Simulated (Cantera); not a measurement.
Charge: 1 mol PbO, 6.7 mol CO, 3.4 mol N₂, at 1525 K.

Equilibrium computed with Cantera from the NASA thermochemical tables; the gas is ideal and each condensed phase is pure. Candidate condensed phases: C, Pb, PbO, PbO₂, Pb₃O₄; 27 gas species. Kinetics and transport are ignored.

Q: Which condensed phases are stable at each of these points (P (Pa)): 10, 68, 460, 3200, 22000, 150000, 1000000?

A: 
| P (Pa) | condensed phases | Pb condensed (%) |
|---|---|---|
| 10 | gas only | 0.0 |
| 68 | gas only | 0.0 |
| 460 | gas only | 0.0 |
| 3200 | gas only | 0.0 |
| 22000 | gas only | 0.0 |
| 150000 | Pb(l) | 78.6 |
| 1000000 | Pb(l) | 96.8 |

From 10.0 Pa to 22000 Pa nothing is condensed. From 150000 Pa to 1000000 Pa the condensed part is Pb(l).
